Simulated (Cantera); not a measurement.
What does this Cantera script print?

```python
import numpy as np
import cantera as ct

gas_names = """
    H O2 H2O2 CL2
""".split()
cond_names = """
    SrO2H2(s) SrO2H2(L) Sr(a) Sr(b) Sr(L) SrCL2(a) SrCL2(b) SrCL2(L) SrO(s) SrO(L)
""".split()


# ... load() reads the species with a 1 bar reference pressure and builds the phases ...
species = {s.name: s for s in load("nasa_gas.yaml", gas_names) + load("nasa_condensed.yaml", cond_names)}
# Each term lists the table entries of one substance; the one whose range holds T is used.
reactions = {
    'Sr(OH)2 = 2 H(g) + O2(g) + Sr':
        [(-1, ['SrO2H2(s)', 'SrO2H2(L)']), (2, ['H']), (1, ['O2']), (1, ['Sr(a)', 'Sr(b)', 'Sr(L)'])],
    '2 SrCl2 + H2O2(g) = 2 H(g) + 2 Cl2(g) + 2 SrO':
        [(-2, ['SrCL2(a)', 'SrCL2(b)', 'SrCL2(L)']), (-1, ['H2O2']), (2, ['H']), (2, ['CL2']), (2, ['SrO(s)', 'SrO(L)'])],
}


def pick(names, T):
    return next(species[n] for n in names if species[n].thermo.min_temp <= T <= species[n].thermo.max_temp)


results = []
for label, terms in reactions.items():
    print(label)
    print("     T/K   dH/kJ  dS/(J/K)   dG/kJ   log10 K")
    for T in [300, 1525, 1600, 1675, 1750, 1825, 1900, 1975, 2050, 2125]:
        used = [(nu, pick(names, T)) for nu, names in terms]
        dH = sum(nu * s.thermo.h(T) for nu, s in used) / 1e6
        dS = sum(nu * s.thermo.s(T) for nu, s in used) / 1e3
        dG = dH - T * dS / 1e3
        logK = -dG * 1e6 / (ct.gas_constant * T * np.log(10))
        results.append((label, T, dH, dS, dG, logK, [s.name for _, s in used]))
        print(f"{T:8g} {dH:8.1f} {dS:8.1f} {dG:8.1f} {logK:8.2f}")
```

It prints:

```
Sr(OH)2 = 2 H(g) + O2(g) + Sr
     T/K   dH/kJ  dS/(J/K)   dG/kJ   log10 K
     300   1404.9    392.7   1287.1  -224.11
    1525   1356.0    342.4    833.7   -28.56
    1600   1352.8    340.4    808.1   -26.38
    1675   1349.6    338.5    782.7   -24.41
    1750   1346.4    336.6    757.3   -22.61
    1825   1343.3    334.9    732.2   -20.96
    1900   1340.2    333.2    707.1   -19.44
    1975   1337.1    331.6    682.2   -18.04
    2050   1334.0    330.1    657.4   -16.75
    2125   1330.9    328.6    632.7   -15.55
2 SrCl2 + H2O2(g) = 2 H(g) + 2 Cl2(g) + 2 SrO
     T/K   dH/kJ  dS/(J/K)   dG/kJ   log10 K
     300   1046.0    322.5    949.2  -165.27
    1525    967.2    253.2    581.1   -19.90
    1600    964.1    251.2    562.2   -18.35
    1675    961.0    249.3    543.4   -16.95
    1750    958.0    247.5    524.8   -15.66
    1825    955.0    245.8    506.3   -14.49
    1900    952.0    244.3    487.9   -13.41
    1975    949.1    242.8    469.7   -12.42
    2050    946.3    241.3    451.5   -11.50
    2125    943.5    240.0    433.5   -10.65
```

Standard-state values (1 bar) from the NASA 1993 polynomials, evaluated with Cantera. Condensed species are held in their standard states even where they would react or evaporate.
